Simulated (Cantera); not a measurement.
Thermodynamics of carbon deposition, reforming and gasification, feed CH4 + O2 + N2

Feed: 1 mol CH4, 0.25 mol O2, 3.9 mol N2, held at 13.3 mbar.

These are equilibrium values from Cantera (NASA tables, ideal gas, pure condensed phases), not measurements of a reactor. Candidate condensed phases: C, C6H6, C7H8, C8H18, H2O; 136 gas species. Kinetics and transport are ignored.

```tsv
T (K)	x N2	x H2	x H	x CO	x HCN	n C(graphite)
1348	0.609	0.312	1.12e-5	0.0781	0.000140	0.499
1548	0.609	0.312	0.000149	0.0781	0.000640	0.496
1748	0.608	0.311	0.00110	0.0781	0.00206	0.486
1948	0.605	0.306	0.00541	0.0779	0.00514	0.463
2148	0.598	0.293	0.0196	0.0774	0.0106	0.419
2348	0.582	0.265	0.0550	0.0760	0.0185	0.345
2548	0.555	0.213	0.124	0.0732	0.0274	0.240
2748	0.518	0.142	0.222	0.0691	0.0337	0.0865
```
x: gas mole fraction; n: condensed amount in mol.

From 1348 K to 2748 K the condensed part is C(graphite). The main C-bearing gas is CO throughout. The share of C in condensed phases is highest at 1348 K (49.9 %) and lowest at 2748 K (8.7 %).
